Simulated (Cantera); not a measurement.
Input: 1 mol SiCl4, 0.13 mol C3H8, a varied amount of H2, held at 1400 K and 7.50 Torr.

These are equilibrium values from Cantera (NASA tables, ideal gas, pure condensed phases), not measurements of a reactor. Candidate condensed phases: C, C6H6, C7H8, C8H18, Si, SiC; 109 gas species. Mutual solubility and eutectic melting of coexisting phases are not modelled. The numbers say what is thermodynamically allowed, not how fast it happens.

Question: Which condensed phases are stable at each of these points (n(H2) (mol)): 15, 31, 46, 62, 77, 93, 110, 120?

Answer: 
```csv
n(H2) (mol),condensed phases,Si condensed (%)
15,SiC(s),39.0
31,SiC(s),39.0
46,Si(s) + SiC(s),44.3
62,Si(s) + SiC(s),53.5
77,Si(s) + SiC(s),59.6
93,Si(s) + SiC(s),64.6
110,Si(s) + SiC(s),68.7
120,Si(s) + SiC(s),70.6
```

From 15 mol H2 to 31 mol H2 the condensed part is SiC(s). From 46 mol H2 to 120 mol H2 the condensed part is Si(s) + SiC(s).
